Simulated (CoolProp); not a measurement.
Properties of R507A at several states.

Values from CoolProp's reference Helmholtz-energy equation of state, Lemmon 2003. It is a pseudo-pure fit of the blend.

```tsv
T (K)	p (kPa)	phase	cp (kJ/(kg K))	cv (kJ/(kg K))	Joule-Thomson coefficient (K/MPa)
265.7	16700	liquid	?	0.8649	?
444.9	224	gas	1.099	?	5.071
310.9	499	gas	?	?	?
```

Q: Fill in the missing entries.

A: 
- 265.7, cp (kJ/(kg K)): 1.262
- 265.7, Joule-Thomson coefficient (K/MPa): -0.2584
- 444.9, cv (kJ/(kg K)): 1.011
- 310.9, cp (kJ/(kg K)): 0.9452
- 310.9, cv (kJ/(kg K)): 0.8238
- 310.9, Joule-Thomson coefficient (K/MPa): 15.34
